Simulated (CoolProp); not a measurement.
Properties of R236FA along the isobar 263 kPa (Tc = 124.9 °C, pc = 3191 kPa, ω = 0.377).

Computed with CoolProp (reference Helmholtz-energy equation of state, Pan 2012).

| T (°C) | phase | cv (kJ/(kg K)) | isothermal compressibility (1/MPa) |
|---|---|---|---|
| -79.65 | liquid | ___ | ___ |
| -58.95 | liquid | ___ | 0.001117 |
| -38.35 | liquid | 0.8095 | 0.001442 |
| -17.65 | liquid | ___ | 0.001907 |
| 2.95 | liquid | 0.8354 | 0.002597 |
| 44.25 | gas | 0.8142 | ___ |
| 64.95 | gas | ___ | 4.032 |
| 85.55 | gas | 0.8746 | 3.981 |
| 106.25 | gas | ___ | 3.944 |
| 126.85 | gas | ___ | 3.917 |

Question: Complete the blanks.

Answer: 
- -79.65, cv (kJ/(kg K)): 0.8338
- -79.65, isothermal compressibility (1/MPa): 0.0008820
- -58.95, cv (kJ/(kg K)): 0.8134
- -17.65, cv (kJ/(kg K)): 0.8181
- 44.25, isothermal compressibility (1/MPa): 4.108
- 64.95, cv (kJ/(kg K)): 0.8438
- 106.25, cv (kJ/(kg K)): 0.9068
- 126.85, cv (kJ/(kg K)): 0.9397
